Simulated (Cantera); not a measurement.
Input (Python, Cantera) and output of one run.

```python
import numpy as np
import cantera as ct

gas_names = [...]  # 110 gases of nasa_gas.yaml made of C, H, O
cond_names = """
    C(gr) C6H6(L) C7H8(L) C8H18(L),n-octa H2O(s) H2O(L)
""".split()


# ... load() reads the species with a 1 bar reference pressure and builds the phases ...
atoms = {
    'C3H6': {'C': 3, 'H': 6},
    'H2O': {'H': 2, 'O': 1},
    'H2': {'H': 2},
}
top_T = {'C(gr)': 4500}  # K; cautious upper limits of use, not melting points


# ... equilibrate(T, P, feed) seeds the gas with the atoms and calls Mixture.equilibrate('TP', solver="vcs", rtol=1e-11, max_steps=5000) ...
results = []
feed = {'C3H6': 1, 'H2O': 0.26, 'H2': 30}  # mol
T = 2173  # K
P = 830000  # Pa
mix = equilibrate(T, P, feed)
results.append((T, P, feed, dict(zip(mix.species_names, mix.species_moles))))
x = sorted(zip(gas.X, gas.species_names), reverse=True)
print(f"T = {T:g} K  P = {P:g} Pa  gas = {mix.phase_moles(0):.4g} mol")
print("   x: " + "  ".join(f"{s} {v:.3e}" for v, s in x if v > 0.0001))
print("   condensed (mol): " + ("  ".join(f"{mix.phase(i).name} {mix.phase_moles(i):.4g}"
      for i in range(1, mix.n_phases) if mix.phase_moles(i) > 1e-12) or "none"))
```

Result:

```
T = 2173 K  P = 830000 Pa  gas = 33.47 mol
   x: H2 9.860e-01  CO 7.764e-03  CH4 2.250e-03  C2H2,acetylene 2.176e-03  H 1.663e-03
   condensed (mol): C(gr) 2.513
```

Method: chemical equilibrium by Gibbs-energy minimisation in Cantera with the NASA 1993 tables (ideal gas, pure condensed phases).
